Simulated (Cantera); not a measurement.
**Counterflow diffusion flame**

A counterflow diffusion flame at 101000 Pa, nozzles 20 mm apart: fuel side 30.8 % CO, 23.1 % H2, 46.2 % CH4 at 350 K, oxidiser side 25.0 % O2, 75.0 % N2 at 775 K, fuel mass flux 1.1 times the oxidiser's; mixture-averaged transport, no radiation.

Detailed kinetics in Cantera: GRI-Mech 3.0 (53 species, 325 reactions). GRI-Mech 3.0 has no aromatics or soot, which form on the fuel side of real flames. The maximum strain rate includes the flame's own expansion and is several times the mean.

```
oxidiser flux (kg/m²/s)  max strain (1/s)  mean strain (1/s)  T max (K)  peak x OH  peak x H  peak x NO  peak x CO  peak x C2H2
-----------------------  ----------------  -----------------  ---------  ---------  --------  ---------  ---------  -----------
0.61                                  546                125       2352     0.0167   0.00933   0.000454      0.313       0.0132
0.89                                  774                183       2322     0.0166   0.00993   0.000384      0.313       0.0128
1.3                                  1100                267       2298     0.0164    0.0106   0.000329      0.313       0.0125
1.9                                  1580                390       2277     0.0163    0.0113   0.000282      0.313       0.0122
2.8                                  2270                575       2251     0.0159    0.0119   0.000234      0.313       0.0118
4.1                                  3260                842       2223     0.0154    0.0124   0.000188      0.313       0.0111
6.1                                  4760               1250       2191     0.0146    0.0128   0.000142      0.314       0.0101
8.9                                  6810               1830       2154     0.0137    0.0129   0.000102      0.313      0.00885
13                                   9750               2670       2106     0.0124    0.0126    6.50e-5      0.314      0.00705
```
x: mole fraction; the columns are a selection and need not sum to one.
